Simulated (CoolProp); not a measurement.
Vapour-liquid equilibrium of R141b (1) + n-pentane (2) at 0.194 MPa; x and y are mole fractions of (1).

The numbers come from the multi-fluid Helmholtz-energy mixture model, Lemmon 2006 and Thol 2019; pair parameters Bell 2016 in CoolProp.

| x | bubble temperature (K) | y at the bubble point | dew temperature at overall composition x (K) | liquid density (mol/L) |
|---|---|---|---|---|
| 0.05 | 328.5 | 0.079 | 328.9 | 8.239 |
| 0.15 | 326.8 | 0.207 | 327.5 | 8.408 |
| 0.25 | 325.6 | 0.311 | 326.3 | 8.580 |
| 0.35 | 324.8 | 0.402 | 325.2 | 8.757 |
| 0.45 | 324.2 | 0.485 | 324.4 | 8.940 |
| 0.55 | 323.9 | 0.567 | 324.0 | 9.131 |
| 0.65 | 323.8 | 0.650 | 323.8 | 9.331 |
| 0.75 | 323.9 | 0.738 | 324.0 | 9.538 |
| 0.85 | 324.2 | 0.835 | 324.3 | 9.753 |
| 0.95 | 324.7 | 0.941 | 324.8 | 9.976 |

y crosses x between x = 0.65 and 0.75: the model has an azeotrope there.

The pair parameters rest on a limited set of measurements; away from them the model extrapolates.
